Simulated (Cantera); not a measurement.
Charge: 1 mol SiCl4, 31 mol N2, held at 1350 K and 39.0 Pa.

Equilibrium computed with Cantera from the NASA thermochemical tables; the gas is ideal and each condensed phase is pure. Candidate condensed phases: Si, Si3N4; 13 gas species. The tables' values for SiCl3 are old estimates; treat these amounts as uncertain. Equilibrium is a limit: real reactors are often held back by kinetics, nucleation or transport.

What is the equilibrium state?


```json
{
 "x(N2)": "0.966",
 "x(SiCl4)": "0.0291",
 "x(Cl)": "0.00251",
 "x(SiCl3)": "0.00162",
 "x(SiCl2)": "0.000450",
 "x(Cl2)": "6.74e-6",
 "gas_amount": "32.08 mol",
 "log10 activity of Si(s) (absent)": "-6.59"
}
```
